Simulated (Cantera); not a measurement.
**Ammonia decomposition in nitride growth gas**

An isothermal, constant-pressure homogeneous reactor starts with NH₃ : N₂ = 1 : 1.8 (molar parts), at 2225 K and 20.0 Torr.

Detailed kinetics in Cantera: the gas-phase N/H chemistry of the illustrative SiF4/NH3 mechanism in the Surface Chemkin manual (1991). Walls and surfaces, which speed up NH3 decomposition in real reactors, are not modelled.

| t (s) | x NH₃ | x NH₂ | x NH | x N₂ | x H₂ | x N |
|---|---|---|---|---|---|---|
| 7.00e-6 | 0.357 | 1.02e-5 | 3.27e-10 | 0.643 | 3.87e-6 | <1e-12 |
| 3.38e-5 | 0.357 | 5.87e-5 | 1.40e-8 | 0.643 | 2.80e-5 | 5.70e-12 |
| 0.000163 | 0.357 | 0.000293 | 5.16e-7 | 0.643 | 0.000146 | 9.39e-10 |
| 0.000788 | 0.355 | 0.00135 | 1.10e-5 | 0.642 | 0.000864 | 4.96e-8 |
| 0.00381 | 0.346 | 0.00271 | 3.80e-5 | 0.641 | 0.0106 | 6.34e-7 |
| 0.0184 | 0.298 | 0.00204 | 5.28e-5 | 0.636 | 0.0640 | 2.99e-6 |
| 0.0888 | 0.154 | 0.00112 | 5.15e-5 | 0.621 | 0.223 | 5.62e-6 |
| 0.429 | 0.0123 | 0.000185 | 2.10e-5 | 0.606 | 0.380 | 5.57e-6 |
| 2.07 | 1.07e-6 | 1.64e-7 | 1.96e-7 | 0.600 | 0.382 | 5.39e-7 |
| 10.0 | 7.14e-8 | 1.44e-8 | 2.27e-8 | 0.598 | 0.378 | 8.19e-8 |
x: mole fraction; the columns are a selection and need not sum to one.

Equilibrium at this temperature and pressure: NH₃ 6.88e-8, NH₂ 1.39e-8, NH 2.18e-8, N₂ 0.598, H₂ 0.378, N 7.89e-8 (gas phase only).
